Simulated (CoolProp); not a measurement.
Hydrogen chloride at several states: Z from the reference equation and from simpler models built on Tc = 324.7 K, pc = 83.14 bar, ω = 0.130; each cubic takes its own stable root.

Model: reference Helmholtz-energy equation of state, Thol 2018, in CoolProp.

```json
[
 {"T (K)": "249.9", "p (bar)": "4.13", "phase": "gas", "reference": "…", "van der Waals": "…", "Redlich-Kwong": "0.9637", "Peng-Robinson": "0.9600"},
 {"T (K)": "455.4", "p (bar)": "0.76", "phase": "gas", "reference": "0.9988", "van der Waals": "0.9989", "Redlich-Kwong": "0.9989", "Peng-Robinson": "0.9988"},
 {"T (K)": "290.3", "p (bar)": "3.89", "phase": "gas", "reference": "0.9747", "van der Waals": "…", "Redlich-Kwong": "0.9777", "Peng-Robinson": "0.9753"}
]
```

Q: Complete the blanks.

A: 
- 249.9, reference: 0.9551
- 249.9, van der Waals: 0.9720
- 290.3, van der Waals: 0.9816
